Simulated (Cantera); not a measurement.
Charge: 1 mol V, 1.4 mol H2O, 27 mol N2, equilibrated at 2150 K and 0.0270 Torr.

Method: chemical equilibrium by Gibbs-energy minimisation in Cantera with the NASA 1993 tables (ideal gas, pure condensed phases). Candidate condensed phases: H2O, V, VN, VO, V2O3, V2O4, V2O5; 28 gas species. The numbers say what is thermodynamically allowed, not how fast it happens.

Base state: N2 0.885, H 0.0711, VO 0.0162, VO2 0.0147, H2 0.0102, V 0.00196, O 0.000275, H2O 6.26e-5 (mole fractions); condensed: gas only.

Question: What changes in the equilibrium state with this change: H2O from 1.4 to 0.024 mol?

Answer: 
| species | before | after |
|---|---|---|
| N2 | 0.885 | 0.963 |
| V | 0.00196 | 0.0348 |
| H | 0.0711 | 0.00170 |
| VO2 | 0.0147 | 2.29e-6 |
| H2 | 0.0102 | 5.85e-6 |
| VO | 0.0162 | 0.000850 |
| H2O | 6.26e-5 | <1e-9 |
| OH | 5.61e-5 | 3.98e-9 |
| O | 0.000275 | 8.16e-7 |
| NO | 2.19e-5 | 6.79e-8 |

Question: What changes in the equilibrium state with this change: V replaced by Zr?

Answer: 
```tsv
species	before	after
N2	0.885	0.913
H	0.0711	0.0734
H2	0.0102	0.0109
VO	0.0162	0
VO2	0.0147	0
ZrO	0	0.00220
V	0.00196	0
ZrO2	0	2.36e-5
Zr	0	1.16e-5
ZrN(s), mol	0	0.267
ZrO2(tetragonal), mol	0	0.667
```
Mutual solubility and eutectic melting of coexisting phases are not modelled. ZrN: taken at fixed stoichiometry. Condensed phases not in the tables: solid solutions among these carbides, nitrides and lower oxides. Further candidate phases: Zr, ZrN, ZrO2.

Question: What changes in the equilibrium state with this change: N2 from 27 to 11 mol?

Answer: 
| species | before | after |
|---|---|---|
| N2 | 0.885 | 0.768 |
| H | 0.0711 | 0.128 |
| VO | 0.0162 | 0.0343 |
| H2 | 0.0102 | 0.0333 |
| VO2 | 0.0147 | 0.0314 |
| H2O | 6.26e-5 | 0.000206 |
| V | 0.00196 | 0.00412 |
| OH | 5.61e-5 | 0.000102 |
| NO | 2.19e-5 | 2.07e-5 |
| O | 0.000275 | 0.000278 |
